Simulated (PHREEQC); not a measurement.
0.013 g of hydrous ferric oxide (600 m²/g; 0.2 weak and 0.005 strong sites per Fe, Dzombak-Morel constants, diffuse double layer) in 1 kg of water with 0.005 mol/kgw of an inert sodium salt and 6.4e-07 mol ZnSO4 and 2.5e-06 mol MnCl2, at 25 °C; the pH is set by adding NaOH or the inert anion's acid. The system is closed to oxygen. CO2 from the air is kept out. Nothing may precipitate in this run.

The numbers come from PHREEQC with the ion-association model, wateq4f.dat.

| pH | S sorbed (%) | Zn sorbed (%) | Mn sorbed (%) | surface charge σ (C/m²) | surface potential ψ (mV) |
|---|---|---|---|---|---|
| 3 | 99.9 | 0.0 | 0.0 | 0.290 | 213 |
| 3.38 | 99.9 | 0.0 | 0.0 | 0.246 | 208 |
| 3.75 | 99.8 | 0.0 | 0.0 | 0.202 | 199 |
| 4.12 | 99.5 | 0.0 | 0.0 | 0.161 | 188 |
| 4.5 | 98.8 | 0.0 | 0.0 | 0.124 | 175 |
| 4.88 | 96.4 | 0.1 | 0.0 | 0.094 | 160 |
| 5.25 | [?] | 0.2 | 0.0 | 0.070 | 145 |
| 5.62 | 71.4 | 1.1 | 0.0 | 0.051 | 129 |
| 6 | 40.5 | 4.8 | 0.2 | 0.036 | 112 |
| 6.38 | 14.7 | [?] | 0.8 | 0.025 | 95 |
| 6.75 | 4.0 | 41.7 | 2.8 | 0.017 | 76 |
| 7.12 | 0.9 | 65.2 | 7.0 | 0.011 | 57 |
| 7.5 | 0.2 | 81.1 | 14.5 | 0.007 | 37 |
| 7.88 | 0.0 | 91.6 | 30.3 | 0.003 | 18 |
| 8.25 | 0.0 | 96.6 | 58.3 | 0.000 | 0 |
| 8.62 | 0.0 | 98.3 | [?] | -0.003 | -18 |
| 9 | 0.0 | 98.7 | 96.4 | -0.007 | -38 |

**Question.** Fill in the missing entries.

**Answer.** 
- 5.25, S sorbed (%): 89.4
- 6.38, Zn sorbed (%): 17.5
- 8.62, Mn sorbed (%): 84.7

Complexes and solids missing from the database can't appear. The oxide is taken as insoluble; below pH 4 it would dissolve.
